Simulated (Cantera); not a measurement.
# Thermodynamics of silicon nitride deposition, feed SiH₂Cl₂ + N₂

Charge: 1 mol SiH₂Cl₂, 1.4 mol N₂, held at 625 °C and 1.00 bar.

These are equilibrium values from Cantera (NASA tables, ideal gas, pure condensed phases), not measurements of a reactor. Candidate condensed phases: NH₄Cl, Si, Si₃N₄; 28 gas species. N₂ is the only nitrogen source here; it is nearly inert below about 1500 K, so the nitride shown seldom forms there in practice. Equilibrium is a limit: real reactors are often held back by kinetics, nucleation or transport.

```yaml
x(N₂): 0.358
x(HCl): 0.288
x(H₂): 0.236
x(SiCl₄): 0.118
x(SiHCl₃): 0.000268
x(NH₃): 8.42e-5
x(SiCl₃): 2.23e-6
n(Si₃N₄(s)): 0.230 mol
gas_amount: 2.630 mol
log10 activity of Si(s) (absent): -8.37
```
